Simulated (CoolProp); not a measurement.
A simple Rankine cycle with R236FA: condensing at 315.15 K, boiler at 1.36 MPa, turbine inlet 359 K, turbine efficiency 0.85, pump efficiency 0.8, no recuperator. Each further row changes one setting.

Computed with CoolProp (reference Helmholtz-energy equation of state, Pan 2012).

| case | thermal efficiency (%) | net work (kJ/kg) | heat in (kJ/kg) | turbine exit temperature (K) | volume ratio over the turbine |
|---|---|---|---|---|---|
| as stated | 8.1 | 13.0 | 161 | 328.3 | 3.31 |
| turbine inlet 379 K | 8.0 | 14.7 | 184 | 350.9 | 3.14 |
| condensing temperature 307.15 K | 9.5 | 16.2 | 171 | 322.9 | 4.24 |
| boiler pressure 0.952 MPa | 5.7 | 9.64 | 169 | 340.9 | 2.14 |
| turbine efficiency 0.75 | 7.1 | 11.4 | 161 | 330.1 | 3.34 |
